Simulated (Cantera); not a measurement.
A closed system holds: 1 mol BN, 83 mol HCl, 2.7 mol N2, at 1648.15 K and 1000 Pa.

Method: chemical equilibrium by Gibbs-energy minimisation in Cantera with the NASA 1993 tables (ideal gas, pure condensed phases). Candidate condensed phases: B, BN, NH4Cl; 21 gas species. The tables' values for BCl2, BCl are old estimates; treat these amounts as uncertain. Gases not in the tables: BHCl2. Equilibrium is a limit: real reactors are often held back by kinetics, nucleation or transport.

Base state: HCl 0.927, N2 0.0372, H2 0.0196, BCl3 0.0115, Cl 0.00463, BCl2 0.000138, H 0.000125, BCl 2.17e-5 (mole fractions); condensed: gas only.

### Question
What changes in the equilibrium state with this change: temperature from 1648.15 K to 700 K?

### Answer
```
species       before     after
----------  --------  --------
HCl            0.927     0.967
N2            0.0372    0.0317
H2            0.0196  0.000684
BCl3          0.0115  0.000456
Cl           0.00463     <1e-9
BCl2        0.000138     <1e-9
H           0.000125     <1e-9
BCl          2.17e-5     <1e-9
BN(s), mol         0     0.961
```
